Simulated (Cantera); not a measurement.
Mixture: CH₄ : O₂ : N₂ = 1 : 3.23 : 17.4 (molar parts), equivalence ratio 0.62, at 1000000 Pa, adiabatic and at constant volume. Ignition delay is the time to a rise of 400 K.

Model: GRI-Mech 3.0 (53 species, 325 reactions), integrated in Cantera.

**Question.** What does this change do: pressure from 1000000 Pa to 110000 Pa?

**Answer.** 
```
quantity                                                before       after
--------------------------------------------------  ----------  ----------
delay at 1200 K                                        5.10 ms     44.5 ms
delay at 1400 K                                       0.543 ms     3.40 ms
delay at 1600 K                                        83.4 µs    0.482 ms
delay at 1800 K                                        18.2 µs    0.119 ms
delay at 2000 K                                        5.63 µs     41.3 µs
apparent activation energy between 1800 and 2000 K  180 kJ/mol  160 kJ/mol
```

**Question.** What does this change do: constant pressure in place of constant volume?

**Answer.** 
| quantity | before | after |
|---|---|---|
| delay at 1200 K | 5.10 ms | 5.29 ms |
| delay at 1400 K | 0.543 ms | 0.571 ms |
| delay at 1600 K | 83.4 µs | 88.5 µs |
| delay at 1800 K | 18.2 µs | 19.5 µs |
| delay at 2000 K | 5.63 µs | 6.12 µs |
| apparent activation energy between 1800 and 2000 K | 180 kJ/mol | 170 kJ/mol |
